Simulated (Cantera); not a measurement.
**Thermodynamics of abatement and gas-phase synthesis, feed CS2 + O2 + H2S**

Feed: 1 mol CS2, 0.35 mol O2, 1.4 mol H2S, held at 77000 Pa.

Method: chemical equilibrium by Gibbs-energy minimisation in Cantera with the NASA 1993 tables (ideal gas, pure condensed phases). Candidate condensed phases: C, C6H6, C7H8, C8H18, H2O, H2SO4, S; 123 gas species. Gases not in the tables: S3 to S7. Rates play no part.

```json
[
 {"T (°C)": "800", "log p H2S": "-0.46", "log p S2": "-0.85", "log p H2": "-1.85", "log p CO": "-1.05", "log p CS2": "-1.03", "log p COS": "-1.16", "log p SH": "-4.17", "log p CS": "-7.23", "log p S": "-7.81", "log p CO2": "-1.92", "log p H": "-8.78"},
 {"T (°C)": "1000", "log p H2S": "-0.54", "log p S2": "-0.74", "log p H2": "-1.29", "log p CO": "-0.85", "log p CS2": "-1.11", "log p COS": "-1.59", "log p SH": "-3.27", "log p CS": "-5.65", "log p S": "-6.11", "log p CO2": "-2.69", "log p H": "-6.79"},
 {"T (°C)": "1200", "log p H2S": "-0.67", "log p S2": "-0.67", "log p H2": "-0.95", "log p CO": "-0.82", "log p CS2": "-1.15", "log p COS": "-2.02", "log p SH": "-2.65", "log p CS": "-4.47", "log p S": "-4.87", "log p CO2": "-3.51", "log p H": "-5.38"},
 {"T (°C)": "1400", "log p H2S": "-0.86", "log p S2": "-0.63", "log p H2": "-0.78", "log p CO": "-0.82", "log p CS2": "-1.18", "log p COS": "-2.37", "log p SH": "-2.23", "log p CS": "-3.58", "log p S": "-3.92", "log p CO2": "-4.19", "log p H": "-4.33"},
 {"T (°C)": "1600", "log p H2S": "-1.06", "log p S2": "-0.60", "log p H2": "-0.69", "log p CO": "-0.83", "log p CS2": "-1.20", "log p COS": "-2.65", "log p SH": "-1.92", "log p CS": "-2.88", "log p S": "-3.18", "log p CO2": "-4.73", "log p H": "-3.53"},
 {"T (°C)": "1800", "log p H2S": "-1.25", "log p S2": "-0.59", "log p H2": "-0.65", "log p CO": "-0.84", "log p CS2": "-1.24", "log p COS": "-2.88", "log p SH": "-1.70", "log p CS": "-2.33", "log p S": "-2.59", "log p CO2": "-5.16", "log p H": "-2.90"},
 {"T (°C)": "2000", "log p H2S": "-1.44", "log p S2": "-0.59", "log p H2": "-0.63", "log p CO": "-0.85", "log p CS2": "-1.31", "log p COS": "-3.08", "log p SH": "-1.53", "log p CS": "-1.91", "log p S": "-2.11", "log p CO2": "-5.48", "log p H": "-2.39"},
 {"T (°C)": "2200", "log p H2S": "-1.62", "log p S2": "-0.61", "log p H2": "-0.64", "log p CO": "-0.86", "log p CS2": "-1.44", "log p COS": "-3.25", "log p SH": "-1.40", "log p CS": "-1.63", "log p S": "-1.71", "log p CO2": "-5.69", "log p H": "-1.97"}
]
```
log p: log10 of the partial pressure in bar; nothing condenses.

From 800 °C to 2200 °C nothing is condensed. The main C-bearing gas is CS2 at 800 °C and CO at 2200 °C.
